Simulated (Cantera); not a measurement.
## Adiabatic ignition

An adiabatic, constant-volume homogeneous reactor starts with 12.0 % CH4, 18.5 % O2, 69.5 % N2, equivalence ratio 1.3, at 1525 K and 10.0 bar.

Computed with Cantera and GRI-Mech 3.0 (53 species, 325 reactions). Above 3000 K some thermodynamic fits are extrapolated.

```
t (s)     T (K)  P (bar)     x CH4     x O2     x CO2     x N2O     x OH    x C2H2
--------  -----  -------  --------  -------  --------  --------  -------  --------
2.00e-6    1525    10.00     0.120    0.185  3.75e-11  1.29e-11  2.15e-8    <1e-12
1.03e-5    1525    10.00     0.120    0.185   1.02e-8  2.35e-10  1.40e-7  1.61e-11
5.28e-5    1530     10.0     0.119    0.184   1.61e-6   3.14e-9  7.34e-7   3.84e-8
0.000271   3148     22.3  7.76e-12  0.00325    0.0363   1.55e-6   0.0150    <1e-12
0.00139    3147     22.3  7.77e-12  0.00325    0.0363   1.55e-6   0.0150    <1e-12
0.00717    3147     22.3  7.77e-12  0.00325    0.0363   1.55e-6   0.0150    <1e-12
0.0368     3147     22.3  7.77e-12  0.00325    0.0363   1.55e-6   0.0150    <1e-12
0.189      3147     22.3  7.77e-12  0.00325    0.0363   1.55e-6   0.0150    <1e-12
0.973      3147     22.3  7.77e-12  0.00325    0.0363   1.55e-6   0.0150    <1e-12
5.00       3147     22.3  7.77e-12  0.00325    0.0363   1.55e-6   0.0150    <1e-12
```
x: mole fraction; the columns are a selection and need not sum to one.

time of steepest temperature rise: 0.154 ms
temperature at 5.00 s: 3147 K
equilibrium temperature: 3147 K
x(CH4) at 5.00 s: 7.77e-12 (gas-phase equilibrium 9.18e-12)
x(O2) at 5.00 s: 0.00325 (gas-phase equilibrium 0.00325)
x(CO2) at 5.00 s: 0.0363 (gas-phase equilibrium 0.0363)
